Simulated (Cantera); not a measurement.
A closed system holds: 1 mol ZrN, a varied amount of H₂, at 2950 K and 1.00 Torr.

Method: chemical equilibrium by Gibbs-energy minimisation in Cantera with the NASA 1993 tables (ideal gas, pure condensed phases). Candidate condensed phases: Zr, ZrN; 11 gas species. Rates play no part.

### Question
At 3.4 mol H₂, list the 5 most abundant gas species with their mole fractions, and the condensed phases.

### Answer
H 0.768, Zr 0.126, N₂ 0.0628, H₂ 0.0431, N 6.89e-5. Condensed: gas only.
